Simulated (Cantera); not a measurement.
## Dilute partial oxidation

An isothermal, constant-pressure homogeneous reactor starts with CH₃OH : O₂ : N₂ = 0.003 : 0.0034 : 1 (molar parts), equivalence ratio 1.3, at 1500 K and 9.87 atm.

Computed with Cantera and GRI-Mech 3.0 (53 species, 325 reactions). GRI-Mech 3.0 was tuned for natural gas; its chemistry of methanol as a main component is partial and can be far from experiment.

```tsv
t (s)	x CH₃OH	x O₂	x CH₄	x C₂H₆	x O	x CH₃	x H
5.00e-6	0.00297	0.00337	5.71e-8	7.42e-10	3.82e-8	1.05e-6	5.46e-7
1.95e-5	0.00289	0.00335	7.68e-7	2.47e-8	7.40e-8	2.59e-6	1.23e-6
7.58e-5	0.00149	0.00306	4.39e-6	5.43e-8	8.55e-7	8.47e-7	1.41e-5
0.000295	1.08e-12	0.000171	2.35e-10	<1e-12	3.05e-5	1.87e-11	0.000270
0.00115	<1e-12	3.70e-6	1.75e-12	<1e-12	4.51e-7	<1e-12	5.09e-5
0.00447	<1e-12	1.21e-7	<1e-12	<1e-12	1.24e-8	<1e-12	9.96e-6
0.0174	<1e-12	6.98e-9	<1e-12	<1e-12	5.89e-10	<1e-12	2.28e-6
0.0678	<1e-12	4.90e-10	<1e-12	<1e-12	3.91e-11	<1e-12	5.98e-7
0.264	<1e-12	2.97e-11	<1e-12	<1e-12	6.36e-12	<1e-12	2.41e-7
1.03	<1e-12	9.57e-12	<1e-12	<1e-12	4.60e-12	<1e-12	2.08e-7
4.00	<1e-12	8.08e-12	<1e-12	<1e-12	3.89e-12	<1e-12	1.94e-7
```
x: mole fraction; the columns are a selection and need not sum to one.

Equilibrium at this temperature and pressure: CH₃OH <1e-12, O₂ 7.22e-12, CH₄ <1e-12, C₂H₆ <1e-12, O 3.47e-12, CH₃ <1e-12, H 1.85e-7 (gas phase only).
